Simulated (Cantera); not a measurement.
A closed system holds: 1 mol SiH₂Cl₂, a varied amount of HCl, 48 mol H₂, held at 2225 K and 0.0450 bar.

Cantera equilibrium calculation (NASA polynomials, part measured and part estimated; ideal gas, pure solids and liquids). Candidate condensed phases: Si; 19 gas species. Gases not in the tables: Si₂H₆ and higher silanes. Kinetics and transport are ignored.

### Question
Which condensed phases are stable at each of these points (n(HCl) (mol)): 0.43, 0.55, 0.7, 0.9, 1.2, 1.5, 1.9?

### Answer
```
n(HCl) (mol)  condensed phases  Si condensed (%)
------------  ----------------  ----------------
0.43                     Si(l)              16.2
0.55                     Si(l)              14.5
0.7                      Si(l)              12.2
0.9                      Si(l)               9.0
1.2                      Si(l)               4.0
1.5                   gas only               0.0
1.9                   gas only               0.0
```

From 0.43 mol HCl to 1.2 mol HCl the condensed part is Si(l). From 1.5 mol HCl to 1.9 mol HCl nothing is condensed.
